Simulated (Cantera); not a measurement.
# Premixed flame

A freely propagating, adiabatic, planar premixed flame of 10.0 % CH4, 0.701 % CO, 15.7 % O2, 56.5 % N2, 17.0 % H2O, unburnt at 400 K and 0.132 atm; multicomponent+Soret transport, grid criteria slope 0.08 and curve 0.16, no radiation.

Model: GRI-Mech 3.0 (53 species, 325 reactions), integrated in Cantera. Burning velocities carry a grid error of a few per cent, more on coarse grids.

```json
[
 {"z (mm)": "-10.8", "T (K)": "400", "u (m/s)": "0.465", "x CH4": "0.100", "x CO": "0.00701", "x O2": "0.157", "x CH2CO": "<1e-8", "x NO": "<1e-8", "x CH3": "<1e-8"},
 {"z (mm)": "-7.23", "T (K)": "402", "u (m/s)": "0.469", "x CH4": "0.0996", "x CO": "0.00702", "x O2": "0.157", "x CH2CO": "<1e-8", "x NO": "<1e-8", "x CH3": "3.87e-8"},
 {"z (mm)": "-5.42", "T (K)": "413", "u (m/s)": "0.483", "x CH4": "0.0982", "x CO": "0.00720", "x O2": "0.156", "x CH2CO": "5.87e-8", "x NO": "1.09e-8", "x CH3": "2.86e-7"},
 {"z (mm)": "-3.61", "T (K)": "503", "u (m/s)": "0.592", "x CH4": "0.0912", "x CO": "0.00926", "x O2": "0.151", "x CH2CO": "1.52e-6", "x NO": "1.49e-7", "x CH3": "5.60e-6"},
 {"z (mm)": "-1.81", "T (K)": "941", "u (m/s)": "1.13", "x CH4": "0.0620", "x CO": "0.0242", "x O2": "0.115", "x CH2CO": "3.46e-5", "x NO": "1.57e-6", "x CH3": "0.000356"},
 {"z (mm)": "-0.903", "T (K)": "1298", "u (m/s)": "1.58", "x CH4": "0.0336", "x CO": "0.0411", "x O2": "0.0762", "x CH2CO": "0.000101", "x NO": "3.27e-6", "x CH3": "0.00205"},
 {"z (mm)": "0", "T (K)": "1601", "u (m/s)": "1.97", "x CH4": "0.00845", "x CO": "0.0569", "x O2": "0.0347", "x CH2CO": "8.51e-5", "x NO": "6.11e-6", "x CH3": "0.00248"},
 {"z (mm)": "0.903", "T (K)": "1727", "u (m/s)": "2.13", "x CH4": "0.000791", "x CO": "0.0569", "x O2": "0.0118", "x CH2CO": "1.14e-5", "x NO": "1.02e-5", "x CH3": "0.000491"},
 {"z (mm)": "1.81", "T (K)": "1756", "u (m/s)": "2.16", "x CH4": "4.31e-5", "x CO": "0.0500", "x O2": "0.00447", "x CH2CO": "6.85e-7", "x NO": "1.34e-5", "x CH3": "3.68e-5"},
 {"z (mm)": "3.61", "T (K)": "1772", "u (m/s)": "2.17", "x CH4": "1.49e-7", "x CO": "0.0423", "x O2": "0.00187", "x CH2CO": "<1e-8", "x NO": "1.65e-5", "x CH3": "1.73e-7"},
 {"z (mm)": "7.23", "T (K)": "1787", "u (m/s)": "2.18", "x CH4": "<1e-8", "x CO": "0.0395", "x O2": "0.00138", "x CH2CO": "<1e-8", "x NO": "1.83e-5", "x CH3": "<1e-8"},
 {"z (mm)": "14.5", "T (K)": "1806", "u (m/s)": "2.20", "x CH4": "<1e-8", "x CO": "0.0394", "x O2": "0.00103", "x CH2CO": "<1e-8", "x NO": "1.90e-5", "x CH3": "<1e-8"},
 {"z (mm)": "28.9", "T (K)": "1829", "u (m/s)": "2.23", "x CH4": "<1e-8", "x CO": "0.0397", "x O2": "0.000645", "x CH2CO": "<1e-8", "x NO": "1.94e-5", "x CH3": "<1e-8"}
]
```
x: mole fraction of selected species; z is measured from the peak of heat release.

```
Property                      Value
------------------------  ---------
laminar burning velocity  46.5 cm/s
thermal thickness           3.61 mm
peak x(CH2CO)              0.000118
peak x(CH3)                 0.00292
grid points                     150
```
